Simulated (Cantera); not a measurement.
**Low-pressure radical oxidation in H2/O2**

An isothermal, constant-pressure homogeneous reactor starts with H₂ : O₂ : N₂ = 0.0073 : 1 : 3.7 (molar parts), at 950 K and 2600 Pa.

Cantera simulation using GRI-Mech 3.0 (53 species, 325 reactions); the numbers are that mechanism's predictions, not measurements. Radical loss at walls, strong at low pressure, is not modelled.

```json
[
 {"t (s)": "0.000400", "x H₂": "0.00155", "x O₂": "0.212", "x H₂O₂": "<1e-12", "x NO": "<1e-12", "x OH": "<1e-12", "x N₂O": "<1e-12"},
 {"t (s)": "0.00132", "x H₂": "0.00155", "x O₂": "0.212", "x H₂O₂": "<1e-12", "x NO": "<1e-12", "x OH": "1.18e-12", "x N₂O": "<1e-12"},
 {"t (s)": "0.00435", "x H₂": "0.00155", "x O₂": "0.212", "x H₂O₂": "<1e-12", "x NO": "<1e-12", "x OH": "6.18e-12", "x N₂O": "<1e-12"},
 {"t (s)": "0.0143", "x H₂": "0.00155", "x O₂": "0.212", "x H₂O₂": "<1e-12", "x NO": "<1e-12", "x OH": "8.59e-11", "x N₂O": "<1e-12"},
 {"t (s)": "0.0473", "x H₂": "0.00155", "x O₂": "0.212", "x H₂O₂": "2.04e-12", "x NO": "<1e-12", "x OH": "1.55e-7", "x N₂O": "<1e-12"},
 {"t (s)": "0.156", "x H₂": "4.34e-5", "x O₂": "0.212", "x H₂O₂": "1.83e-8", "x NO": "9.13e-10", "x OH": "4.21e-5", "x N₂O": "1.54e-9"},
 {"t (s)": "0.514", "x H₂": "1.79e-6", "x O₂": "0.212", "x H₂O₂": "4.78e-9", "x NO": "1.02e-9", "x OH": "8.71e-6", "x N₂O": "3.36e-9"},
 {"t (s)": "1.69", "x H₂": "1.72e-7", "x O₂": "0.212", "x H₂O₂": "2.54e-9", "x NO": "1.03e-9", "x OH": "3.02e-6", "x N₂O": "4.20e-9"},
 {"t (s)": "5.58", "x H₂": "1.76e-8", "x O₂": "0.212", "x H₂O₂": "7.53e-10", "x NO": "1.03e-9", "x OH": "1.07e-6", "x N₂O": "4.53e-9"},
 {"t (s)": "18.4", "x H₂": "1.52e-9", "x O₂": "0.212", "x H₂O₂": "1.46e-10", "x NO": "1.03e-9", "x OH": "4.15e-7", "x N₂O": "4.67e-9"},
 {"t (s)": "60.7", "x H₂": "1.32e-10", "x O₂": "0.212", "x H₂O₂": "3.07e-11", "x NO": "1.03e-9", "x OH": "1.82e-7", "x N₂O": "4.74e-9"},
 {"t (s)": "200", "x H₂": "2.13e-11", "x O₂": "0.212", "x H₂O₂": "7.46e-12", "x NO": "1.03e-9", "x OH": "8.80e-8", "x N₂O": "4.78e-9"}
]
```
x: mole fraction; the columns are a selection and need not sum to one.

Equilibrium at this temperature and pressure: H₂ <1e-12, O₂ 0.212, H₂O₂ <1e-12, NO 1.77e-5, OH 1.28e-8, N₂O 2.47e-10 (gas phase only).
